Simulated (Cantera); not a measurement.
**Counterflow diffusion flame**

A counterflow diffusion flame at 0.460 bar, nozzles 20 mm apart: fuel side 100 % CH₄ at 575 K, oxidiser side 22.0 % O₂, 78.0 % N₂ at 750 K, fuel mass flux 0.93 times the oxidiser's; mixture-averaged transport, no radiation.

Model: GRI-Mech 3.0 (53 species, 325 reactions), integrated in Cantera. GRI-Mech 3.0 has no aromatics or soot, which form on the fuel side of real flames. The maximum strain rate includes the flame's own expansion and is several times the mean.

| oxidiser flux (kg/m²/s) | max strain (1/s) | mean strain (1/s) | T max (K) | peak x OH | peak x H | peak x NO | peak x CO | peak x C₂H₂ |
|---|---|---|---|---|---|---|---|---|
| 0.12 | 254 | 64.3 | 2184 | 0.0120 | 0.00857 | 0.000336 | 0.0730 | 0.0185 |
| 0.16 | 329 | 85.7 | 2170 | 0.0117 | 0.00877 | 0.000305 | 0.0716 | 0.0178 |
| 0.21 | 422 | 113 | 2158 | 0.0115 | 0.00897 | 0.000276 | 0.0706 | 0.0172 |
| 0.28 | 551 | 150 | 2147 | 0.0113 | 0.00919 | 0.000246 | 0.0699 | 0.0165 |
| 0.38 | 731 | 204 | 2133 | 0.0110 | 0.00934 | 0.000211 | 0.0693 | 0.0156 |
| 0.52 | 978 | 279 | 2115 | 0.0106 | 0.00939 | 0.000173 | 0.0688 | 0.0145 |
| 0.7 | 1290 | 375 | 2095 | 0.0101 | 0.00931 | 0.000137 | 0.0687 | 0.0132 |
| 0.94 | 1690 | 504 | 2069 | 0.00944 | 0.00903 | 0.000101 | 0.0687 | 0.0115 |
x: mole fraction; the columns are a selection and need not sum to one.
